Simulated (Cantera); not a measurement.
Cantera with NASA thermochemical tables; ideal gases at 1 bar, condensed phases pure. Values are per mole of reaction as written; species without (g) are pure solids or liquids, kept so even where they would boil at 1 bar.

Task: Between 300 and 1475 K, where is each reaction favourable under standard conditions?
- 2 NaI + H2(g) → 2 HI(g) + 2 Na

Result: 
- 2 NaI + H2(g) → 2 HI(g) + 2 Na: ΔG° is 572 kJ at 300 K and 388 kJ at 1475 K; it stays positive (K < 1). ΔH° is 555 kJ and ΔS° 113 J/K at 1475 K.
